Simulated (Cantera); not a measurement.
What does this Cantera script print?

```python
import numpy as np
import cantera as ct

gas_names = [...]  # 130 gases of nasa_gas.yaml made of C, H, Mg, O, S
cond_names = """
    C(gr) C6H6(L) C7H8(L) C8H18(L),n-octa H2O(s) H2O(L) H2SO4(L) Mg(cr) Mg(L) MgCO3(s) MgO(s) MgO(L)
    MgO2H2(s) MgS(s) MgSO4(s) MgSO4(L) S(cr1) S(cr2) S(L)
""".split()


# ... load() reads the species with a 1 bar reference pressure and builds the phases ...
atoms = {
    'MgSO4': {'Mg': 1, 'S': 1, 'O': 4},
    'C': {'C': 1},
    'H2O': {'H': 2, 'O': 1},
}
top_T = {'C(gr)': 4500, 'MgS(s)': 2250}  # K; cautious upper limits of use, not melting points


# ... equilibrate(T, P, feed) seeds the gas with the atoms and calls Mixture.equilibrate('TP', solver="vcs", rtol=1e-11, max_steps=5000) ...
results = []
feed = {'MgSO4': 1, 'C': 0.019, 'H2O': 1.3}  # mol
P = 85  # Pa
for T in [1673, 1748, 1823, 1898, 1973, 2048, 2123, 2198, 2273]:
    mix = equilibrate(T, P, feed)
    results.append((T, P, feed, dict(zip(mix.species_names, mix.species_moles))))
    x = sorted(zip(gas.X, gas.species_names), reverse=True)
    print(f"T = {T:g} K  P = {P:g} Pa  gas = {mix.phase_moles(0):.4g} mol")
    print("   x: " + "  ".join(f"{s} {v:.3e}" for v, s in x if v > 0.001))
    print("   condensed (mol): " + ("  ".join(f"{mix.phase(i).name} {mix.phase_moles(i):.4g}"
          for i in range(1, mix.n_phases) if mix.phase_moles(i) > 1e-12) or "none"))
```

Result:

```
T = 1673 K  P = 85 Pa  gas = 2.804 mol
   x: H2O 4.611e-01  SO2 3.564e-01  O2 1.707e-01  CO2 6.747e-03  OH 3.605e-03
   condensed (mol): MgO(s) 1
T = 1748 K  P = 85 Pa  gas = 2.808 mol
   x: H2O 4.585e-01  SO2 3.557e-01  O2 1.701e-01  CO2 6.700e-03  OH 5.936e-03  H2 1.247e-03  O 1.037e-03
   condensed (mol): MgO(s) 1
T = 1823 K  P = 85 Pa  gas = 2.816 mol
   x: H2O 4.541e-01  SO2 3.543e-01  O2 1.693e-01  OH 9.355e-03  CO2 6.604e-03  H2 2.519e-03  O 2.129e-03
   condensed (mol): MgO(s) 1
T = 1898 K  P = 85 Pa  gas = 2.829 mol
   x: H2O 4.466e-01  SO2 3.517e-01  O2 1.682e-01  OH 1.416e-02  CO2 6.426e-03  H2 4.784e-03  O 4.126e-03  H 1.854e-03  SO 1.649e-03
   condensed (mol): MgO(s) 0.9998
T = 1973 K  P = 85 Pa  gas = 2.854 mol
   x: H2O 4.345e-01  SO2 3.470e-01  O2 1.670e-01  OH 2.064e-02  H2 8.556e-03  O 7.602e-03  CO2 6.118e-03  H 4.281e-03  SO 3.375e-03
   condensed (mol): MgO(s) 0.9992
T = 2048 K  P = 85 Pa  gas = 2.898 mol
   x: H2O 4.151e-01  SO2 3.386e-01  O2 1.659e-01  OH 2.896e-02  H2 1.437e-02  O 1.340e-02  H 9.208e-03  SO 6.475e-03  CO2 5.630e-03  Mg 1.210e-03
   condensed (mol): MgO(s) 0.996
T = 2123 K  P = 85 Pa  gas = 2.983 mol
   x: H2O 3.844e-01  SO2 3.235e-01  O2 1.654e-01  OH 3.903e-02  O 2.273e-02  H2 2.246e-02  H 1.844e-02  SO 1.158e-02  Mg 5.457e-03  CO2 4.924e-03  CO 1.445e-03
   condensed (mol): MgO(s) 0.9823
T = 2198 K  P = 85 Pa  gas = 3.174 mol
   x: H2O 3.355e-01  SO2 2.958e-01  O2 1.667e-01  OH 5.003e-02  O 3.740e-02  H 3.403e-02  H2 3.175e-02  Mg 2.204e-02  SO 1.888e-02  CO2 3.993e-03  CO 1.994e-03
   condensed (mol): MgO(s) 0.9254
T = 2273 K  P = 85 Pa  gas = 3.704 mol
   x: H2O 2.555e-01  SO2 2.429e-01  O2 1.729e-01  Mg 7.982e-02  O 6.042e-02  OH 5.909e-02  H 5.572e-02  H2 3.740e-02  SO 2.624e-02  CO2 2.838e-03  MgO 2.707e-03  CO 2.293e-03  MgOH 1.283e-03
   condensed (mol): MgO(s) 0.6893
```

Equilibrium computed with Cantera from the NASA thermochemical tables; the gas is ideal and each condensed phase is pure.
